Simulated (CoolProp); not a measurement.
A simple Rankine cycle with propylene: condensing at 310.15 K, boiler at 3.43 MPa, turbine inlet 388.8 K, turbine efficiency 0.8, pump efficiency 0.6, no recuperator. Each further row changes one setting.

Model: reference Helmholtz-energy equation of state, Lemmon 2013, in CoolProp.

```json
[
 {"case": "as stated", "thermal efficiency (%)": "(withheld)", "net work (kJ/kg)": "30.8", "heat in (kJ/kg)": "423", "turbine exit temperature (K)": "(withheld)", "volume ratio over the turbine": "2.27"},
 {"case": "turbine inlet 408.8 K", "thermal efficiency (%)": "7.4", "net work (kJ/kg)": "34.8", "heat in (kJ/kg)": "(withheld)", "turbine exit temperature (K)": "372.4", "volume ratio over the turbine": "2.24"},
 {"case": "condensing temperature 302.15 K", "thermal efficiency (%)": "8.7", "net work (kJ/kg)": "(withheld)", "heat in (kJ/kg)": "445", "turbine exit temperature (K)": "342.7", "volume ratio over the turbine": "2.74"},
 {"case": "boiler pressure 2.4 MPa", "thermal efficiency (%)": "4.4", "net work (kJ/kg)": "(withheld)", "heat in (kJ/kg)": "449", "turbine exit temperature (K)": "369.4", "volume ratio over the turbine": "(withheld)"},
 {"case": "turbine efficiency 0.7", "thermal efficiency (%)": "6.2", "net work (kJ/kg)": "26.1", "heat in (kJ/kg)": "423", "turbine exit temperature (K)": "352.9", "volume ratio over the turbine": "(withheld)"}
]
```

Q: What belongs in the gaps?

A: 
- as stated, thermal efficiency (%): 7.3
- as stated, turbine exit temperature (K): 350.6
- turbine inlet 408.8 K, heat in (kJ/kg): 470
- condensing temperature 302.15 K, net work (kJ/kg): 38.8
- boiler pressure 2.4 MPa, net work (kJ/kg): 19.8
- boiler pressure 2.4 MPa, volume ratio over the turbine: 1.56
- turbine efficiency 0.7, volume ratio over the turbine: 2.30
